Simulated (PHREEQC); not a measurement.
A PHREEQC speciation (ion-association model, phreeqc.dat) at 20 °C gives pH 1.73 and these molalities:

```
species   mol/kgw
-------  --------
H+         0.0213
HSO4-     0.00710
SO4-2     0.00690
HF        0.00342
F-       0.000159
SiF6-2    9.94e-5
H4SiO4    3.06e-5
HF2-      2.00e-6
```

### Question
What are the element totals, and what could have been dissolved in 1 kg of water to give them?

### Answer
This is not unique; one that fits is totals F 0.00418, S(6) 0.0140, Si 0.000130 mol/kgw, from 3.4 mmol/kgw HF, 0.13 mmol/kgw H2SiF6 and 14 mmol/kgw H2SO4.

This is a speciation only: nothing precipitates in the calculation. Species that the database lacks are ignored. SiF6-2 is the database's only silicon fluoride.
